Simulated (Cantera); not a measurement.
A Cantera script and what it prints.

```python
import numpy as np
import cantera as ct

gas_names = """
    CL CLO CL2 Fe FeCL FeCL2 FeCL3 FeO Fe2CL4 Fe2CL6 O O2 O3
""".split()
cond_names = """
    Fe(a) Fe(c) Fe(d) Fe(L) FeCL2(s) FeCL2(L) FeCL3(s) FeCL3(L) FeO(s) FeO(L) Fe2O3(s) Fe3O4(s)
""".split()


# ... load() reads the species with a 1 bar reference pressure and builds the phases ...
atoms = {
    'Fe2O3': {'Fe': 2, 'O': 3},
    'Cl2': {'CL': 2},
}
top_T = {'Fe2O3(s)': 1830, 'Fe3O4(s)': 1870}  # K; cautious upper limits of use, not melting points


# ... equilibrate(T, P, feed) seeds the gas with the atoms and calls Mixture.equilibrate('TP', solver="vcs", rtol=1e-11, max_steps=5000) ...
results = []
feed = {'Fe2O3': 1, 'Cl2': 1}  # mol
P = 11000  # Pa
for T in [850, 900, 950, 1000, 1050, 1100, 1150, 1200]:
    mix = equilibrate(T, P, feed)
    results.append((T, P, feed, dict(zip(mix.species_names, mix.species_moles))))
    x = sorted(zip(gas.X, gas.species_names), reverse=True)
    print(f"T = {T:g} K  P = {P:g} Pa  gas = {mix.phase_moles(0):.4g} mol")
    print("   x: " + "  ".join(f"{s} {v:.3e}" for v, s in x if v > 1e-05))
    print("   condensed (mol): " + ("  ".join(f"{mix.phase(i).name} {mix.phase_moles(i):.4g}"
          for i in range(1, mix.n_phases) if mix.phase_moles(i) > 1e-12) or "none"))
```

It prints:

```
T = 850 K  P = 11000 Pa  gas = 1.002 mol
   x: CL2 9.817e-01  FeCL3 9.854e-03  O2 7.979e-03  Fe2CL6 3.874e-04  CL 8.341e-05  FeCL2 1.021e-05
   condensed (mol): Fe2O3(s) 0.9947
T = 900 K  P = 11000 Pa  gas = 1.005 mol
   x: CL2 9.650e-01  FeCL3 1.913e-02  O2 1.512e-02  Fe2CL6 4.927e-04  CL 2.190e-04  FeCL2 4.772e-05
   condensed (mol): Fe2O3(s) 0.9899
T = 950 K  P = 11000 Pa  gas = 1.009 mol
   x: CL2 9.383e-01  FeCL3 3.394e-02  O2 2.648e-02  Fe2CL6 5.901e-04  CL 5.167e-04  FeCL2 1.869e-04
   condensed (mol): Fe2O3(s) 0.9822
T = 1000 K  P = 11000 Pa  gas = 1.015 mol
   x: CL2 8.989e-01  FeCL3 5.555e-02  O2 4.313e-02  CL 1.110e-03  Fe2CL6 6.665e-04  FeCL2 6.290e-04
   condensed (mol): Fe2O3(s) 0.9708
T = 1050 K  P = 11000 Pa  gas = 1.024 mol
   x: CL2 8.450e-01  FeCL3 8.446e-02  O2 6.580e-02  CL 2.195e-03  FeCL2 1.857e-03  Fe2CL6 7.086e-04  CLO 1.020e-05
   condensed (mol): Fe2O3(s) 0.9551
T = 1100 K  P = 11000 Pa  gas = 1.037 mol
   x: CL2 7.762e-01  FeCL3 1.197e-01  O2 9.449e-02  FeCL2 4.878e-03  CL 4.025e-03  Fe2CL6 7.055e-04  CLO 1.991e-05
   condensed (mol): Fe2O3(s) 0.9347
T = 1150 K  P = 11000 Pa  gas = 1.054 mol
   x: CL2 6.941e-01  FeCL3 1.584e-01  O2 1.284e-01  FeCL2 1.153e-02  CL 6.888e-03  Fe2CL6 6.533e-04  CLO 3.562e-05  Fe2CL4 1.785e-05
   condensed (mol): Fe2O3(s) 0.9097
T = 1200 K  P = 11000 Pa  gas = 1.078 mol
   x: CL2 6.020e-01  FeCL3 1.955e-01  O2 1.661e-01  FeCL2 2.472e-02  CL 1.106e-02  Fe2CL6 5.574e-04  CLO 5.880e-05  Fe2CL4 4.423e-05
   condensed (mol): Fe2O3(s) 0.8806
```

Method: chemical equilibrium by Gibbs-energy minimisation in Cantera with the NASA 1993 tables (ideal gas, pure condensed phases). Condensed phases not in the tables: FeOCl.
